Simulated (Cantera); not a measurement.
An isothermal, constant-pressure homogeneous reactor starts with 44.7 % N2O, 53.6 % N2, 1.70 % H2O, at 1175 K and 3800 Pa.

Computed with Cantera and GRI-Mech 3.0 (53 species, 325 reactions). GRI-Mech 3.0 was tuned for natural gas; its chemistry of N2O as a main component is partial and can be far from experiment. Radical loss at walls, strong at low pressure, is not modelled. The mechanism lacks the step 2 NO + O2 → 2 NO2, which can matter for NO2 below about 1400 K. The temperature is held fixed by assumption; the heat of reaction is taken as removed at once.

Task: Predict: x(N2O) at 50.0 s; x(N2) at 50.0 s; x(NO) at 50.0 s; x(O2) at 50.0 s; x(NO2) at 50.0 s; x(O) at 50.0 s.

Result: 
```
Property                                           Result
----------------  ---------------------------------------
x(N2O) at 50.0 s    0.184 (gas-phase equilibrium 2.13e-9)
x(N2) at 50.0 s       0.685 (gas-phase equilibrium 0.803)
x(NO) at 50.0 s   0.0175 (gas-phase equilibrium 0.000152)
x(O2) at 50.0 s      0.0987 (gas-phase equilibrium 0.183)
x(NO2) at 50.0 s  9.96e-5 (gas-phase equilibrium 5.27e-7)
x(O) at 50.0 s    1.10e-6 (gas-phase equilibrium 3.22e-8)
```
